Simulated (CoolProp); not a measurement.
Vapour-liquid equilibrium of toluene (1) + p-xylene (2) at 3.77 bar; x and y are mole fractions of (1).

Values from CoolProp's multi-fluid Helmholtz-energy mixture model, Lemmon 2006 and Zhou 2012; pair parameters Bell 2016.

Give the bubble temperature and the first vapour's composition at x = 0.05, 0.65, 0.95. Is there an azeotrope?

x = 0.05: 193.4 °C, y = 0.082; x = 0.65: 173.3 °C, y = 0.767; x = 0.95: 165.5 °C, y = 0.971. No azeotrope shows between x = 0.05 and 0.95.

Pair parameters are fitted to limited data, so mixtures are less certain than the pure fluids.
